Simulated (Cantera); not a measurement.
Input: 1 mol Al2O3, 0.31 mol N2, held at 1600 °C and 0.470 bar.

Method: chemical equilibrium by Gibbs-energy minimisation in Cantera with the NASA 1993 tables (ideal gas, pure condensed phases). Candidate condensed phases: Al, AlN, Al2O3; 16 gas species. Equilibrium is a limit: real reactors are often held back by kinetics, nucleation or transport.

Base state: N2 1.00 (mole fractions); condensed: Al2O3(s).

Task: What changes in the equilibrium state with this change: Al2O3 replaced by ZrN?

Result: 
```tsv
species	before	after
N2	1.00	1.00
Al2O3(s), mol	1.00	0
ZrN(s), mol	0	1.00
```
ZrN: taken at fixed stoichiometry. Further candidate phases: Zr, ZrN.
